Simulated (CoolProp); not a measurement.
Dimethyl carbonate along the isobar 4.64 MPa: density (kg/m³) from the reference equation and from simpler models built on Tc = 557.0 K, pc = 4.909 MPa, ω = 0.346; each cubic takes its own stable root.

Computed with CoolProp (reference Helmholtz-energy equation of state, Zhou 2011).

```
T (K)   phase  reference  van der Waals  Redlich-Kwong  Soave-Redlich-Kwong  Peng-Robinson
-----  ------  ---------  -------------  -------------  -------------------  -------------
422    liquid      895.0          535.5          758.4                799.8          904.5
439.8  liquid      866.5          519.6          729.4                770.8          872.2
457.6  liquid      836.3          502.2          697.8                738.7          836.0
475.4  liquid      803.6          482.9          662.9                702.4          794.8
493.2  liquid      767.3          460.8          623.6                660.8          747.1
511    liquid      725.2          434.4          577.5                611.3          689.9
528.8  liquid      671.5          399.9          519.5                548.2          616.5
546.6  liquid      583.4          338.4          427.4                449.4          501.1
564.4     gas      163.6          152.2          160.1                157.2          165.5
582.2     gas      135.9          133.2          136.5                132.2          138.1
600       gas      120.8          121.1          122.6                118.0          122.8
```
